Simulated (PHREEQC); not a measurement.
A column of 0.2 m (30 cells, dispersivity 0.016 m, 3600 s a shift, diffusion coefficient 3e-10 m²/s) holds 0.2 eq of the database's cation exchanger X per kg of pore water, first in equilibrium with 38 mmol/kgw Na2SO4, 45 mmol/kgw KBr and 0.01 mmol/kgw HCl. It is flushed with 73 mmol/kgw LiCl and 0.01 mmol/kgw HCl, at 40 °C. Values are for the last cell. The system is closed to CO2. No solid was allowed to form.

The series has 31 steps of pore volumes, from 0 to 8.017.

All values are PHREEQC results (ion-association model, phreeqc.dat), not measurements.

Problem. After how many pore volumes does Li at the outlet first reach half of its feed value?

Solution. By 2.4 pore volumes.

Away from 25 °C the constants follow the database's enthalpies or fits; those with neither stay at their 25 °C values.
